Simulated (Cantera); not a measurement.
**Fluorocarbon and chlorocarbon gases: CCl₄ + CH₄**

Feed: 1 mol CCl₄, 0.009 mol CH₄, at 2602 °C and 1.90 Pa.

Equilibrium computed with Cantera from the NASA thermochemical tables; the gas is ideal and each condensed phase is pure. Candidate condensed phases: C, C₆H₆, C₇H₈, C₈H₁₈; 91 gas species. Rates play no part.

```json
{
 "x(Cl)": "0.832",
 "x(C)": "0.129",
 "x(C₃)": "0.0193",
 "x(C₂)": "0.0114",
 "x(H)": "0.00748",
 "x(HCl)": "1.54e-5",
 "x(C₄)": "7.54e-6",
 "x(C₅)": "6.69e-6",
 "x(CCl)": "5.18e-6",
 "gas_amount": "4.805 mol",
 "log10 activity of C(graphite) (absent)": "-0.78"
}
```
